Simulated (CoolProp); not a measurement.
Saturation properties of C3F8 (R218) (Tc = 345.0 K, pc = 26.40 bar, ω = 0.317).

Model: reference Helmholtz-energy equation of state, Lemmon 2006, in CoolProp. It is a short technical equation, of lower accuracy than the large ones.

```csv
T (K),p (bar),vapour density (kg/m³),liquid cp (kJ/(kg K)),liquid conductivity (mW/(m K))
213.6,0.3172,3.442,?,68.1
226.5,0.6338,6.584,0.9536,64.7
239.5,1.165,11.69,0.9822,61.2
252.4,1.984,19.41,1.013,57.7
265.4,?,30.80,1.049,54.1
278.3,4.883,46.94,?,50.6
291.3,7.181,69.93,?,47.1
304.2,10.18,102.5,1.212,43.7
```

### Question
What belongs in the gaps?

### Answer

- 213.6, liquid cp (kJ/(kg K)): 0.9272
- 265.4, p (bar): 3.196
- 278.3, liquid cp (kJ/(kg K)): 1.090
- 291.3, liquid cp (kJ/(kg K)): 1.142

It boils at 236.4 K under 1 atm.

Thermal conductivity comes from a separate model (Huber 2003), an estimate that may be off by 10 % or more.
